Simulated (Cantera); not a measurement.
A perfectly stirred reactor is fed with 0.529 % CH3OH, 1.57 % O2, 97.9 % N2, at 8250 Torr; it is held at 1425 K, and followed from long to short residence time.

Computed with Cantera and GRI-Mech 3.0 (53 species, 325 reactions). GRI-Mech 3.0 was tuned for natural gas; its chemistry of methanol as a main component is partial and can be far from experiment.

x: mole fraction; the columns are a selection and need not sum to one.

```tsv
τ (s)	x CH3OH	x O2	x H2O	x C2H	x NO	x N2O
1.7	2.94e-7	0.00772	0.0105	<1e-12	5.76e-7	4.43e-7
0.66	6.02e-7	0.00772	0.0105	<1e-12	6.14e-7	7.10e-7
0.26	?	0.00773	0.0105	<1e-12	6.70e-7	?
0.10	2.51e-6	0.00776	0.0105	<1e-12	7.20e-7	1.63e-6
0.039	5.01e-6	0.00782	0.0105	<1e-12	7.08e-7	2.11e-6
0.015	9.79e-6	0.00793	0.0105	<1e-12	5.95e-7	2.28e-6
0.0058	?	0.00814	0.0104	<1e-12	?	?
0.0023	3.35e-5	0.00849	0.0103	<1e-12	2.59e-7	1.57e-6
0.00088	6.47e-5	0.00904	0.0101	<1e-12	1.37e-7	9.96e-7
0.00034	0.000153	0.01000	0.00938	<1e-12	4.91e-8	4.48e-7
```

### Question
Some entries are withheld; supply them.

### Answer

- 0.26, x CH3OH: 1.22e-6
- 0.26, x N2O: 1.11e-6
- 0.0058, x CH3OH: 1.84e-5
- 0.0058, x NO: 4.20e-7
- 0.0058, x N2O: 2.05e-6
